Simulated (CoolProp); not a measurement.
Values from CoolProp's reference Helmholtz-energy equation of state, Lemmon 2006. It is a short technical equation, of lower accuracy than the large ones.

Problem. Give the vapour pressure (MPa), liquid density (kg/m³), vapour density (kg/m³), enthalpy of vaporisation (kJ/kg) of saturated CH3F (R41) at 236.9, 256.3 K.

Solution. 
| T (K) | p (MPa) | liquid density (kg/m³) | vapour density (kg/m³) | enthalpy of vaporisation (kJ/kg) |
|---|---|---|---|---|
| 236.9 | 0.659 | 785 | 13.2 | 419 |
| 256.3 | 1.25 | 732 | 25.2 | 378 |
